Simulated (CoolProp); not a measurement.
Vapour-liquid equilibrium of n-heptane (1) + p-xylene (2) at 357.1 K; x and y are mole fractions of (1).

Values from CoolProp's multi-fluid Helmholtz-energy mixture model, Span 2003 and Zhou 2012; pair parameters Bell 2016.

Problem. Give the bubble pressure and the first vapour's composition at x = 0.05, 0.65, 0.95. Is there an azeotrope?

Solution. x = 0.05: 0.02144 MPa, y = 0.193; x = 0.65: 0.05055 MPa, y = 0.854; x = 0.95: 0.06287 MPa, y = 0.981. No azeotrope shows between x = 0.05 and 0.95.

Pair parameters are fitted to limited data, so mixtures are less certain than the pure fluids.
